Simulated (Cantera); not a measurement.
Charge: 1 mol CH2F2, 0.012 mol CH4, 0.57 mol H2, held at 3498.15 K and 13300 Pa.

Equilibrium computed with Cantera from the NASA thermochemical tables; the gas is ideal and each condensed phase is pure. Candidate condensed phases: C, C6H6, C7H8, C8H18; 95 gas species. Rates play no part.

Base state: HF 0.486, H 0.306, C3 0.0649, F 0.0555, H2 0.0360, C 0.0147, C2 0.0108, CF 0.0103 (mole fractions); condensed: gas only.

Question: What changes in the equilibrium state with this change: temperature from 3498.15 K to 1825 K?

Answer: 
| species | before | after |
|---|---|---|
| HF | 0.486 | 0.771 |
| H2 | 0.0360 | 0.229 |
| H | 0.306 | 0.000577 |
| C3 | 0.0649 | <1e-9 |
| C | 0.0147 | <1e-9 |
| C2 | 0.0108 | <1e-9 |
| CF | 0.0103 | <1e-9 |
| F | 0.0555 | 3.67e-7 |
| C2H | 0.00921 | 1.20e-9 |
| C5 | 0.00194 | <1e-9 |
| C4 | 0.000503 | <1e-9 |
| CH | 0.000227 | <1e-9 |
| C(graphite), mol | 0 | 1.01 |

Question: What changes in the equilibrium state with this change: temperature from 3498.15 K to 2673 K?

Answer: 
```tsv
species	before	after
HF	0.486	0.746
H2	0.0360	0.188
H	0.306	0.0608
C2	0.0108	4.38e-6
C3	0.0649	4.60e-5
C	0.0147	1.15e-5
CF	0.0103	4.13e-5
F	0.0555	0.000770
C4	0.000503	5.48e-8
C5	0.00194	2.77e-7
C(graphite), mol	0	0.989
```
